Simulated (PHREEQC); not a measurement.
**Copper plating or etch bath (model solution)**

Solution (25 °C): 0.1 mol CuSO4, 0.018 mol HNO3 and 0.061 mol NaCl per kg of water. It is in equilibrium with CO2 at log p = 0 (atm). Otherwise closed; pH follows from the charge balance.

All values are PHREEQC results (ion-association model, wateq4f.dat), not measurements.

Precipitation was switched off in this run.

### Question
Predict the pH, activity of water, ionic strength.

### Answer
pH 2.21; activity of water 0.994; ionic strength 0.290 mol/kgw.

### Question
In which forms is Na present?

### Answer
Na+ 94 %, NaSO4- 5.7 % of the Na.
